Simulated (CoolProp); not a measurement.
CH3F (R41) along the isotherm 101.75 °C: density (kg/m³) from the reference equation and from simpler models built on Tc = 44.1 °C, pc = 59.06 bar, ω = 0.200; each cubic takes its own stable root.

Model: reference Helmholtz-energy equation of state, Lemmon 2006, in CoolProp. It is a short technical equation, of lower accuracy than the large ones.

```
p (bar)  phase  reference  Soave-Redlich-Kwong  Peng-Robinson
-------  -----  ---------  -------------------  -------------
2.11       gas      2.323                2.320          2.322
4.22       gas      4.684                4.672          4.683
6.33       gas      7.084                7.058          7.082
8.44       gas      9.526                9.478          9.522
10.5       gas      11.95                11.87          11.94
12.7       gas      14.58                14.47          14.57
14.8       gas      17.15                16.99          17.13
16.9       gas      19.75                19.55          19.73
19         gas      22.40                22.14          22.38
21.1       gas      25.11                24.78          25.07
23.2       gas      27.86                27.46          27.81
25.3       gas      30.67                30.18          30.61
27.4       gas      33.52                32.94          33.45
29.5       gas      36.44                35.75          36.35
```
